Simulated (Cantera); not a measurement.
An adiabatic, constant-pressure homogeneous reactor starts with 7.66 % CH4, 0.437 % C2H6, 14.0 % O2, 61.8 % N2, 16.1 % H2O, at 1725 K and 1.00 bar.

Model: GRI-Mech 3.0 (53 species, 325 reactions), integrated in Cantera.

Problem. Predict: time of steepest temperature rise; temperature at 0.300 s; equilibrium temperature; x(O2) at 0.300 s; x(H2) at 0.300 s; x(HO2) at 0.300 s.

Solution. 
* **time of steepest temperature rise**: 98.9 µs
* **temperature at 0.300 s**: 2642 K
* **equilibrium temperature**: 2642 K
* **x(O2) at 0.300 s**: 0.00647 (gas-phase equilibrium 0.00647)
* **x(H2) at 0.300 s**: 0.0372 (gas-phase equilibrium 0.0372)
* **x(HO2) at 0.300 s**: 2.40e-6 (gas-phase equilibrium 2.40e-6)
